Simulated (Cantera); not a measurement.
What does this Cantera script print?

```python
import numpy as np
import cantera as ct

gas_names = [...]  # 109 gases of nasa_gas.yaml made of C, Cl, H, Si
cond_names = """
    C(gr) C6H6(L) C7H8(L) C8H18(L),n-octa Si(cr) Si(L) SiC(b)
""".split()


# ... load() reads the species with a 1 bar reference pressure and builds the phases ...
atoms = {
    'CH3Cl': {'C': 1, 'H': 3, 'CL': 1},
    'Si': {'Si': 1},
}
top_T = {'C(gr)': 4500, 'SiC(b)': 3050}  # K; cautious upper limits of use, not melting points


# ... equilibrate(T, P, feed) seeds the gas with the atoms and calls Mixture.equilibrate('TP', solver="gibbs", rtol=1e-10, max_steps=50000) ...
results = []
T = 1923.15  # K
P = 79  # Pa
for m in [0.097, 0.28, 0.46, 0.65, 0.83, 1, 1.2, 1.4, 1.6, 1.7, 1.9]:
    feed = {'CH3Cl': 1, 'Si': m}  # mol
    mix = equilibrate(T, P, feed)
    results.append((T, P, feed, dict(zip(mix.species_names, mix.species_moles))))

top = {s: max(r[3][s] / sum(r[3][g] for g in gas_names) for r in results) for s in gas_names}
cols = sorted((s for s in top if top[s] > 1e-05), key=lambda s: -top[s])[:5]
seen = [c for c in cond_names if any(r[3].get(c, 0) > 1e-12 for r in results)]
print("log10 of partial pressures in bar; condensed amounts in mol")
print(f"{'n(Si)':>10s}" + "".join(f"{s[:9]:>10s}" for s in cols + seen))
for T, P, feed, n in results:
    ng = sum(n[g] for g in gas_names)
    print(f"{feed['Si']:10.4g}" + "".join(f"{np.log10(max(n[s] / ng * P / 1e5, 1e-99)):10.3f}" for s in cols)
          + "".join(f"{n.get(c, 0):10.4g}" for c in seen))
```

Output:

```
log10 of partial pressures in bar; condensed amounts in mol
     n(Si)        H2       HCL     SiCL2         H        Si     C(gr)     Si(L)    SiC(b)
     0.097    -3.387    -3.494    -4.570    -4.719    -6.159     0.975         0   0.02389
      0.28    -3.387    -3.494    -4.570    -4.719    -6.159     0.792         0    0.2069
      0.46    -3.387    -3.494    -4.570    -4.719    -6.159     0.612         0    0.3869
      0.65    -3.387    -3.494    -4.570    -4.719    -6.159     0.422         0    0.5769
      0.83    -3.387    -3.494    -4.570    -4.719    -6.159     0.242         0    0.7569
         1    -3.387    -3.494    -4.570    -4.719    -6.159   0.07201         0    0.9269
       1.2    -3.345    -3.632    -4.148    -4.698    -5.418         0         0    0.9998
       1.4    -3.314    -3.842    -3.950    -4.682    -4.770         0   0.04248    0.9991
       1.6    -3.314    -3.842    -3.950    -4.682    -4.770         0    0.2425    0.9991
       1.7    -3.314    -3.842    -3.950    -4.682    -4.770         0    0.3425    0.9991
       1.9    -3.314    -3.842    -3.950    -4.682    -4.770         0    0.5425    0.9991
```

Cantera equilibrium calculation (NASA polynomials, part measured and part estimated; ideal gas, pure solids and liquids). Mutual solubility and eutectic melting of coexisting phases are not modelled. The tables' values for SiCl, SiCl3 are old estimates; treat these amounts as uncertain. Gases not in the tables: Si2H6 and higher silanes.
